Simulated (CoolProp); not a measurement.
Properties of the fluoroketone C6F12O (FK-5-1-12) along the isobar 6.86 MPa.

The numbers come from the reference Helmholtz-energy equation of state, McLinden 2015 in CoolProp.

| T (°C) | phase | Z | cp (kJ/(kg K)) | isothermal compressibility (1/MPa) | expansivity (1/kK) | fugacity coefficient |
|---|---|---|---|---|---|---|
| 139.35 | liquid | 0.4926 | 1.196 | 0.01180 | 2.804 | 0.1799 |
| 146.65 | liquid | 0.4943 | 1.206 | 0.01337 | 2.947 | 0.2005 |
| 153.95 | liquid | 0.4967 | 1.217 | 0.01522 | 3.105 | 0.2220 |
| 161.25 | liquid | 0.4999 | 1.228 | 0.01740 | 3.279 | 0.2444 |
| 168.55 | liquid | 0.5039 | 1.240 | 0.01997 | 3.471 | 0.2676 |
| 175.85 | supercritical | 0.5088 | 1.252 | 0.02300 | 3.681 | 0.2914 |
| 183.15 | supercritical | 0.5147 | 1.264 | 0.02658 | 3.909 | 0.3156 |
| 190.35 | supercritical | 0.5216 | 1.276 | 0.03072 | 4.147 | 0.3399 |
| 197.65 | supercritical | 0.5298 | 1.288 | 0.03560 | 4.398 | 0.3648 |
| 204.95 | supercritical | 0.5392 | 1.298 | 0.04119 | 4.649 | 0.3897 |
| 212.25 | supercritical | 0.5499 | 1.308 | 0.04749 | 4.890 | 0.4146 |
| 219.55 | supercritical | 0.5619 | 1.316 | 0.05440 | 5.108 | 0.4393 |
| 226.85 | supercritical | 0.5752 | 1.321 | 0.06180 | 5.290 | 0.4637 |
